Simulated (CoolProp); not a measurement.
Vapour-liquid equilibrium of isobutane (1) + acetone (2) at 289 kPa; x and y are mole fractions of (1).

Model: multi-fluid Helmholtz-energy mixture model, Bücker 2006 and Lemmon 2006; pair parameters Bell 2016, in CoolProp.

```json
[
 {"x": "0.05", "bubble temperature (°C)": "68.2", "y at the bubble point": "0.482", "dew temperature at overall composition x (°C)": "88.5", "liquid density (mol/L)": "12.37"},
 {"x": "0.15", "bubble temperature (°C)": "41.8", "y at the bubble point": "0.801", "dew temperature at overall composition x (°C)": "84.5", "liquid density (mol/L)": "12.40"},
 {"x": "0.25", "bubble temperature (°C)": "31.0", "y at the bubble point": "0.875", "dew temperature at overall composition x (°C)": "80.1", "liquid density (mol/L)": "12.12"},
 {"x": "0.35", "bubble temperature (°C)": "26.7", "y at the bubble point": "0.900", "dew temperature at overall composition x (°C)": "75.4", "liquid density (mol/L)": "11.74"},
 {"x": "0.45", "bubble temperature (°C)": "24.8", "y at the bubble point": "0.910", "dew temperature at overall composition x (°C)": "70.0", "liquid density (mol/L)": "[?]"},
 {"x": "0.55", "bubble temperature (°C)": "[?]", "y at the bubble point": "0.916", "dew temperature at overall composition x (°C)": "63.9", "liquid density (mol/L)": "10.95"},
 {"x": "0.65", "bubble temperature (°C)": "23.1", "y at the bubble point": "[?]", "dew temperature at overall composition x (°C)": "56.6", "liquid density (mol/L)": "10.58"},
 {"x": "0.75", "bubble temperature (°C)": "22.2", "y at the bubble point": "0.930", "dew temperature at overall composition x (°C)": "47.5", "liquid density (mol/L)": "10.25"},
 {"x": "0.85", "bubble temperature (°C)": "20.9", "y at the bubble point": "0.946", "dew temperature at overall composition x (°C)": "35.1", "liquid density (mol/L)": "9.960"},
 {"x": "0.95", "bubble temperature (°C)": "19.3", "y at the bubble point": "0.976", "dew temperature at overall composition x (°C)": "20.6", "liquid density (mol/L)": "9.717"}
]
```

Task: Complete the blanks.

Result: 
- 0.45, liquid density (mol/L): 11.34
- 0.55, bubble temperature (°C): 23.9
- 0.65, y at the bubble point: 0.921

No azeotrope shows between x = 0.05 and 0.95.

Pair parameters are fitted to limited data, so mixtures are less certain than the pure fluids. With so large a gap from Raoult's law the liquid may split in two, which this calculation doesn't test in full.
